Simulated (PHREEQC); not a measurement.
Synthetic water in mg/L, 20 °C, pH 3.11, pe 9.1:

| constituent | mg/L |
|---|---|
| Na | 738 |
| K | 8.12 |
| Ca | 117 |
| Mg | 59.8 |
| Cl | 414 |
| S(6) as SO4 | 1600 |
| Zn | 55.8 |
| Li | 0.146 |
| Cu(2) | 0.41 |

Valence states are taken as typed.

Model: ion-association model, wateq4f.dat, run in PHREEQC.

No solid was allowed to form.

Problem. What ionic strength does the model give?

Solution. ionic strength 0.0571 mol/kgw.

Problem. In which forms is S present?

Solution. SO4-2 78 %, CaSO4 5.9 %, MgSO4 5.3 %, NaSO4- 5.3 %, HSO4- 2.9 %, ZnSO4 1.8 % of the S.
